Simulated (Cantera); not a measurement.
An adiabatic, constant-pressure homogeneous reactor starts with CH4 : O2 : N2 = 1 : 4.55 : 24.1 (molar parts), equivalence ratio 0.44, at 1650 K and 15.0 bar.

Model: GRI-Mech 3.0 (53 species, 325 reactions), integrated in Cantera. The pressure lies above the range GRI-Mech 3.0 was tuned for (to about 10 atm).

x: mole fraction; the columns are a selection and need not sum to one.

```
t (s)     T (K)   x CH4    x O2     x HCO    x C2H2     x C2H    x CH2O
--------  -----  ------  ------  --------  --------  --------  --------
4.00e-6    1650  0.0337   0.153  3.71e-10  1.81e-11    <1e-12         …
9.70e-6    1650  0.0335   0.153   6.48e-9   1.82e-9    <1e-12         …
2.35e-5    1659  0.0314   0.152   2.44e-7   4.98e-7  4.43e-12         …
5.70e-5    2335  <1e-12  0.0854  2.42e-10    <1e-12    <1e-12  1.79e-12
0.000138   2346  <1e-12  0.0852  4.95e-11    <1e-12    <1e-12    <1e-12
0.000335   2346  <1e-12  0.0851  4.94e-11    <1e-12    <1e-12    <1e-12
0.000812   2345  <1e-12  0.0850  4.90e-11    <1e-12    <1e-12    <1e-12
0.00197    2344  <1e-12  0.0846  4.82e-11    <1e-12    <1e-12    <1e-12
0.00478    2340  <1e-12  0.0837  4.65e-11    <1e-12    <1e-12    <1e-12
0.0116     2334  <1e-12  0.0823  4.37e-11    <1e-12    <1e-12    <1e-12
0.0281     2327  <1e-12  0.0808  4.08e-11    <1e-12    <1e-12    <1e-12
0.0681     2324  <1e-12  0.0802  3.97e-11    <1e-12    <1e-12    <1e-12
0.165      2324  <1e-12  0.0801  3.96e-11    <1e-12    <1e-12    <1e-12
0.400      2324  <1e-12  0.0801  3.96e-11    <1e-12    <1e-12    <1e-12
```

Problem. What belongs in the gaps?

Solution. 
- 4.00e-6, x CH2O: 7.96e-6
- 9.70e-6, x CH2O: 7.42e-5
- 2.35e-5, x CH2O: 0.000743
